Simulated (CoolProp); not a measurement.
The fluid at 282.31 K and 0.256 MPa (stagnation) flows isentropically through a choked orifice. The same conditions are run with several fluids, on thermodynamics alone (safety and materials aside).

Model: reference Helmholtz-energy equation of state of each fluid (fluoroethane (R161): Wu 2012; propylene: Lemmon 2013; CH3F (R41): Lemmon 2006; nitrogen: Span 2000), in CoolProp.

```csv
fluid,throat to inlet pressure ratio,mass flux (kg/(m² s)),throat temperature (K)
fluoroethane (R161),[?],760,258.4
propylene,0.574,706,260.6
CH3F (R41),0.545,[?],245.1
nitrogen,[?],606,[?]
```

Fill in the missing entries.


- fluoroethane (R161), throat to inlet pressure ratio: 0.571
- CH3F (R41), mass flux (kg/(m² s)): 658
- nitrogen, throat to inlet pressure ratio: 0.528
- nitrogen, throat temperature (K): 235.2
